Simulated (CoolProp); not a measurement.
The numbers come from the reference Helmholtz-energy equation of state, Platzer 1990 in CoolProp. This equation is an older, rougher fit; its heat capacities, sound speeds and derivatives of the liquid may be far off and weren't checked against measurements.

**Question.** Give the vapour pressure (MPa), surface tension (mN/m), liquid conductivity (mW/(m K)) of saturated c-C4F8 (RC318) at 299.2, 339.7, 353.2 K.

**Answer.** 
```tsv
T (K)	p (MPa)	surface tension (mN/m)	liquid conductivity (mW/(m K))
299.2	0.323	8.06	64.9
339.7	0.985	3.78	53.6
353.2	1.34	2.52	49.5
```

Thermal conductivity comes from a separate model (Huber 2003), an estimate that may be off by 10 % or more. Surface tension comes from a separate correlation (Mulero 2012).
